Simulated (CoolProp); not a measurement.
Model: reference Helmholtz-energy equation of state, de Reuck 1993, in CoolProp.

### Question
For methanol, give the phase and the density (kg/m³), Joule-Thomson coefficient (K/MPa), viscosity (µPa s), conductivity (mW/(m K)) at -4.35 °C and 280 bar; 22.55 °C and 280 bar; 49.35 °C and 280 bar.

### Answer
- -4.35 °C and 280 bar: liquid; density 835, Joule-Thomson coefficient -0.369, viscosity 1010, conductivity 218
- 22.55 °C and 280 bar: liquid; density 812, Joule-Thomson coefficient -0.345, viscosity 655, conductivity 214
- 49.35 °C and 280 bar: liquid; density 790, Joule-Thomson coefficient -0.315, viscosity 457, conductivity 209

Viscosity comes from a separate model (Xiang 2006). Thermal conductivity comes from a separate model (Sykioti 2013).
